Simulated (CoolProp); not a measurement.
Dimethyl carbonate at several states: fugacity coefficient from the reference equation and from simpler models built on Tc = 283.9 °C, pc = 4.909 MPa, ω = 0.346; each cubic takes its own stable root.

Computed with CoolProp (reference Helmholtz-energy equation of state, Zhou 2011).

| T (°C) | p (MPa) | phase | reference |
|---|---|---|---|
| 226.85 | 4.35 | liquid | 0.4101 |
| 307.35 | 0.233 | gas | 0.9857 |
| 276.25 | 0.0567 | gas | 0.9958 |
| 114.75 | 0.0197 | gas | 0.9956 |
| 302.25 | 17.7 | supercritical | 0.3140 |
| 193.45 | 7.24 | liquid | 0.1674 |

Task: How far does each simpler model (Redlich-Kwong, Peng-Robinson) lie from the reference over these 6 states: mean and median of the absolute difference, and the worst?

Result: 
- Redlich-Kwong: mean 9.5 %, median 2.4 %, worst +34.7 % at 193.45 °C and 7.24 MPa
- Peng-Robinson: mean 0.1 %, median 0.1 %, worst +0.3 % at 193.45 °C and 7.24 MPa
